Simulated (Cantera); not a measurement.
Charge: 1 mol Si, 7.3 mol CO₂, 5.2 mol CO, at 101000 Pa.

Equilibrium computed with Cantera from the NASA thermochemical tables; the gas is ideal and each condensed phase is pure. Candidate condensed phases: C, Si, SiC, SiO₂; 20 gas species. The tables hold silica as quartz up to 1696 K and as liquid above; real silica turns to tridymite and cristobalite and melts near 1996 K. Equilibrium is a limit: real reactors are often held back by kinetics, nucleation or transport.

x: gas mole fraction; n: condensed amount in mol.

```json
[
 {"T (°C)": "477", "x CO₂": "0.959", "x CO": "0.0412", "x SiO": "<1e-12", "x O₂": "<1e-12", "n C(graphite)": "3.41", "n SiO₂(α-quartz)": "1.00", "n SiO₂(β-quartz)": "0", "n SiO₂(condensed)": "0"},
 {"T (°C)": "552", "x CO₂": "0.863", "x CO": "0.137", "x SiO": "<1e-12", "x O₂": "<1e-12", "n C(graphite)": "2.94", "n SiO₂(α-quartz)": "1.00", "n SiO₂(β-quartz)": "0", "n SiO₂(condensed)": "0"},
 {"T (°C)": "627", "x CO₂": "0.659", "x CO": "0.341", "x SiO": "<1e-12", "x O₂": "<1e-12", "n C(graphite)": "1.77", "n SiO₂(α-quartz)": "0", "n SiO₂(β-quartz)": "1.00", "n SiO₂(condensed)": "0"},
 {"T (°C)": "702", "x CO₂": "0.424", "x CO": "0.576", "x SiO": "<1e-12", "x O₂": "<1e-12", "n C(graphite)": "0", "n SiO₂(α-quartz)": "0", "n SiO₂(β-quartz)": "1.00", "n SiO₂(condensed)": "0"},
 {"T (°C)": "777", "x CO₂": "0.424", "x CO": "0.576", "x SiO": "<1e-12", "x O₂": "<1e-12", "n C(graphite)": "0", "n SiO₂(α-quartz)": "0", "n SiO₂(β-quartz)": "1.00", "n SiO₂(condensed)": "0"},
 {"T (°C)": "852", "x CO₂": "0.424", "x CO": "0.576", "x SiO": "<1e-12", "x O₂": "<1e-12", "n C(graphite)": "0", "n SiO₂(α-quartz)": "0", "n SiO₂(β-quartz)": "1.00", "n SiO₂(condensed)": "0"},
 {"T (°C)": "927", "x CO₂": "0.424", "x CO": "0.576", "x SiO": "<1e-12", "x O₂": "<1e-12", "n C(graphite)": "0", "n SiO₂(α-quartz)": "0", "n SiO₂(β-quartz)": "1.00", "n SiO₂(condensed)": "0"},
 {"T (°C)": "1002", "x CO₂": "0.424", "x CO": "0.576", "x SiO": "<1e-12", "x O₂": "<1e-12", "n C(graphite)": "0", "n SiO₂(α-quartz)": "0", "n SiO₂(β-quartz)": "1.00", "n SiO₂(condensed)": "0"},
 {"T (°C)": "1077", "x CO₂": "0.424", "x CO": "0.576", "x SiO": "(withheld)", "x O₂": "<1e-12", "n C(graphite)": "0", "n SiO₂(α-quartz)": "0", "n SiO₂(β-quartz)": "1.00", "n SiO₂(condensed)": "0"},
 {"T (°C)": "1152", "x CO₂": "0.424", "x CO": "0.576", "x SiO": "1.03e-10", "x O₂": "1.20e-12", "n C(graphite)": "0", "n SiO₂(α-quartz)": "0", "n SiO₂(β-quartz)": "1.00", "n SiO₂(condensed)": "0"},
 {"T (°C)": "1227", "x CO₂": "0.424", "x CO": "0.576", "x SiO": "8.88e-10", "x O₂": "1.28e-11", "n C(graphite)": "0", "n SiO₂(α-quartz)": "0", "n SiO₂(β-quartz)": "1.00", "n SiO₂(condensed)": "0"},
 {"T (°C)": "1302", "x CO₂": "0.424", "x CO": "0.576", "x SiO": "(withheld)", "x O₂": "(withheld)", "n C(graphite)": "0", "n SiO₂(α-quartz)": "0", "n SiO₂(β-quartz)": "1.00", "n SiO₂(condensed)": "0"},
 {"T (°C)": "1377", "x CO₂": "0.424", "x CO": "0.576", "x SiO": "3.65e-8", "x O₂": "7.60e-10", "n C(graphite)": "0", "n SiO₂(α-quartz)": "0", "n SiO₂(β-quartz)": "1.00", "n SiO₂(condensed)": "0"},
 {"T (°C)": "1452", "x CO₂": "0.424", "x CO": "0.576", "x SiO": "1.81e-7", "x O₂": "4.47e-9", "n C(graphite)": "0", "n SiO₂(α-quartz)": "0", "n SiO₂(β-quartz)": "0", "n SiO₂(condensed)": "1.000"}
]
```

Problem. Complete the blanks.

Solution. 
- 1077, x SiO: 9.29e-12
- 1302, x SiO: 6.23e-9
- 1302, x O₂: 1.09e-10
